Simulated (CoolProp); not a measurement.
Aqueous potassium acetate as a coolant, at 6 °C, 1 atm.

Model: Melinder's fits for secondary coolants, in CoolProp.

```
mass %  freezing point (°C)  density (kg/m³)  viscosity (mPa s)  Prandtl number  conductivity (W/(m K))
------  -------------------  ---------------  -----------------  --------------  ----------------------
1.8                       ?                ?               1.54            11.1                       ?
6.2                    -2.6             1036               1.70            12.1                       ?
10.6                   -4.9             1057               1.89               ?                   0.541
15                     -7.5             1079                  ?            14.6                   0.527
19.5                  -10.8             1103               2.39            16.4                   0.513
23.9                  -15.0             1128                  ?            18.5                   0.500
28.3                  -20.5             1154               3.19            21.3                   0.487
32.7                  -27.6                ?               3.79            24.9                   0.475
```

Problem. Some entries are withheld; supply them.

Solution. 
- 1.8, freezing point (°C): -0.6
- 1.8, density (kg/m³): 1012
- 1.8, conductivity (W/(m K)): 0.568
- 6.2, conductivity (W/(m K)): 0.555
- 10.6, Prandtl number: 13.2
- 15, viscosity (mPa s): 2.12
- 23.9, viscosity (mPa s): 2.74
- 32.7, density (kg/m³): 1179
